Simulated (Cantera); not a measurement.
What does this Cantera script print?

```python
import numpy as np
import cantera as ct

gas_names = [...]  # 109 gases of nasa_gas.yaml made of C, Cl, H, Si
cond_names = """
    C(gr) C6H6(L) C7H8(L) C8H18(L),n-octa Si(cr) Si(L) SiC(b)
""".split()


# ... load() reads the species with a 1 bar reference pressure and builds the phases ...
atoms = {
    'CCl4': {'C': 1, 'CL': 4},
    'Si': {'Si': 1},
    'H2': {'H': 2},
}
top_T = {'C(gr)': 4500, 'SiC(b)': 3050}  # K; cautious upper limits of use, not melting points


# ... equilibrate(T, P, feed) seeds the gas with the atoms and calls Mixture.equilibrate('TP', solver="vcs", rtol=1e-11, max_steps=5000) ...
results = []
feed = {'CCl4': 1, 'Si': 0.037, 'H2': 11}  # mol
T = 1325  # K
P = 10000  # Pa
mix = equilibrate(T, P, feed)
results.append((T, P, feed, dict(zip(mix.species_names, mix.species_moles))))
print(gas.report(threshold=1e-05))
for i in range(1, mix.n_phases):
    print(f"{mix.phase(i).name:16s} {mix.phase_moles(i):12.5e} mol")
```

Output:

```
       temperature   1325 K
          pressure   10000 Pa
           density   0.011556 kg/m^3
  mean mol. weight   12.731 kg/kmol
   phase of matter   gas

                          1 kg             1 kmol
                     ---------------   ---------------
          enthalpy         1.604e+05         2.042e+06  J
   internal energy       -7.0493e+05       -8.9746e+06  J
           entropy             17062        2.1722e+05  J/K
    Gibbs function       -2.2447e+07       -2.8578e+08  J
 heat capacity c_p            2539.9             32336  J/K
 heat capacity c_v            1886.8             24022  J/K

                      mass frac. Y      mole frac. X     chem. pot. / RT
                     ---------------   ---------------   ---------------
               CH4        0.00041269         0.0003275           -43.788
               HCL           0.85444           0.29837            -36.93
                H2            0.1106           0.69844            -20.91
             SiCL2         0.0026843        0.00034524           -64.153
             SiCL3         0.0036928        0.00034972           -90.628
             SiCL4          0.025676         0.0019242            -117.1
            SiHCL3         0.0024532        0.00023059           -101.08
     [ +102 minor]        3.7836e-05        1.0618e-05

C(gr)             9.95735e-01 mol
Si(cr)            0.00000e+00 mol
SiC(b)            0.00000e+00 mol
```

Cantera equilibrium calculation (NASA polynomials, part measured and part estimated; ideal gas, pure solids and liquids). The tables' values for SiCl3 are old estimates; treat these amounts as uncertain.
